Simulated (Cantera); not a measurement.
Charge: 1 mol (CH3)2SiCl2, 0.29 mol C2H4, 1100 mol H2, equilibrated at 0.0133 bar.

Cantera equilibrium calculation (NASA polynomials, part measured and part estimated; ideal gas, pure solids and liquids). Candidate condensed phases: C, C6H6, C7H8, C8H18, Si, SiC; 109 gas species. The feed counts by its element totals alone. Gases not in the tables: Si2H6 and higher silanes. Equilibrium is a limit: real reactors are often held back by kinetics, nucleation or transport.

Which condensed phases are stable at each of these points (T (K)): 1125, 1225, 1325, 1425, 1525, 1625, 1725, 1825, 1925, 2025, 2125, 2225, 2325, 2425?


| T (K) | condensed phases | Si condensed (%) |
|---|---|---|
| 1125 | C(graphite) + SiC(s) | 100.0 |
| 1225 | C(graphite) + SiC(s) | 100.0 |
| 1325 | C(graphite) + SiC(s) | 100.0 |
| 1425 | C(graphite) + SiC(s) | 100.0 |
| 1525 | C(graphite) + SiC(s) | 100.0 |
| 1625 | C(graphite) + SiC(s) | 100.0 |
| 1725 | C(graphite) + SiC(s) | 99.8 |
| 1825 | C(graphite) + SiC(s) | 98.7 |
| 1925 | C(graphite) + SiC(s) | 92.7 |
| 2025 | SiC(s) | 63.8 |
| 2125 | gas only | 0.0 |
| 2225 | gas only | 0.0 |
| 2325 | gas only | 0.0 |
| 2425 | gas only | 0.0 |

From 1125 K to 1925 K the condensed part is C(graphite) + SiC(s). At 2025 K the condensed part is SiC(s). From 2125 K to 2425 K nothing is condensed.
